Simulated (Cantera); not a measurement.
Mixture: 5.02 % CH4, 0.904 % C2H6, 1.26 % C3H8, 19.5 % O2, 73.3 % N2, equivalence ratio 1.0, at 4.80 bar, adiabatic and at constant pressure. Ignition delay is the time to a rise of 400 K.

Model: GRI-Mech 3.0 (53 species, 325 reactions), integrated in Cantera. GRI-Mech 3.0 was tuned for natural gas; its chemistry of propane as a main component is partial and can be far from experiment.

Predict: delay at 1200 K; delay at 1275 K; delay at 1350 K; delay at 1425 K; delay at 1500 K; delay at 1575 K; delay at 1650 K; apparent activation energy between 1500 and 1650 K.


```
Item                                                    Result
--------------------------------------------------  ----------
delay at 1200 K                                        1.25 ms
delay at 1275 K                                       0.464 ms
delay at 1350 K                                       0.186 ms
delay at 1425 K                                        81.9 µs
delay at 1500 K                                        39.8 µs
delay at 1575 K                                        21.4 µs
delay at 1650 K                                        12.6 µs
apparent activation energy between 1500 and 1650 K  160 kJ/mol
```
